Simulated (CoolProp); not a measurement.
c-C4F8 (RC318) at 367 K and 2.84 MPa is throttled through a valve to 1.74 MPa with no heat exchange. Each further row changes one setting.

The numbers come from the reference Helmholtz-energy equation of state, Platzer 1990 in CoolProp. This equation is an older, rougher fit; its heat capacities, sound speeds and derivatives of the liquid may be far off and weren't checked against measurements.

| case | temperature change (K) | final phase | final density (kg/m³) |
|---|---|---|---|
| as stated | -1.8 | two-phase, vapour fraction 0.014 | 1060 |
| outlet pressure 0.522 MPa | -51.7 | two-phase, vapour fraction 0.663 | 69.2 |
| outlet pressure 2.26 MPa | -0.6 | liquid | 1150 |
